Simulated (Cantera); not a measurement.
## C6H6 + NH3 (carbon deposition, reforming and gasification)

Charge: 1 mol C6H6, 0.56 mol NH3, equilibrated at 0.00133 bar.

Equilibrium computed with Cantera from the NASA thermochemical tables; the gas is ideal and each condensed phase is pure. Candidate condensed phases: C, C6H6, C7H8, C8H18; 92 gas species. Rates play no part.

| T (°C) | x H2 | x H | x C3 | x N2 | x C | x C2 | x CN | x HCN | n C(graphite) |
|---|---|---|---|---|---|---|---|---|---|
| 575 | 0.931 | 5.03e-10 | <1e-12 | 0.0680 | <1e-12 | <1e-12 | <1e-12 | 7.36e-8 | 6.00 |
| 775 | 0.932 | 2.04e-7 | <1e-12 | 0.0680 | <1e-12 | <1e-12 | <1e-12 | 2.72e-6 | 6.00 |
| 975 | 0.932 | 1.23e-5 | <1e-12 | 0.0679 | <1e-12 | <1e-12 | <1e-12 | 3.13e-5 | 6.00 |
| 1175 | 0.932 | 0.000244 | <1e-12 | 0.0679 | <1e-12 | <1e-12 | 1.85e-10 | 0.000182 | 6.00 |
| 1375 | 0.929 | 0.00235 | <1e-12 | 0.0675 | 2.27e-12 | <1e-12 | 1.50e-8 | 0.000684 | 6.00 |
| 1575 | 0.917 | 0.0139 | 3.58e-10 | 0.0665 | 6.58e-10 | 2.97e-11 | 4.65e-7 | 0.00190 | 5.99 |
| 1775 | 0.874 | 0.0573 | 6.59e-8 | 0.0638 | 6.27e-8 | 5.62e-9 | 7.20e-6 | 0.00419 | 5.97 |
| 1975 | 0.756 | 0.175 | 4.69e-6 | 0.0580 | 2.64e-6 | 4.13e-7 | 6.61e-5 | 0.00735 | 5.94 |
| 2175 | 0.536 | 0.399 | 0.000163 | 0.0486 | 6.01e-5 | 1.49e-5 | 0.000400 | 0.0100 | 5.89 |
| 2375 | 0.272 | 0.665 | 0.00326 | 0.0382 | 0.000851 | 0.000309 | 0.00176 | 0.0102 | 5.76 |
| 2575 | 0.0916 | 0.801 | 0.0423 | 0.0290 | 0.00828 | 0.00417 | 0.00606 | 0.00782 | 4.64 |
| 2775 | 0.0203 | 0.713 | 0.157 | 0.0198 | 0.0441 | 0.0217 | 0.0122 | 0.00322 | 0 |
x: gas mole fraction; n: condensed amount in mol.

From 575 °C to 2575 °C the condensed part is C(graphite). At 2775 °C nothing is condensed. The main C-bearing gas is CH4 at 575 °C and C3 at 2775 °C.
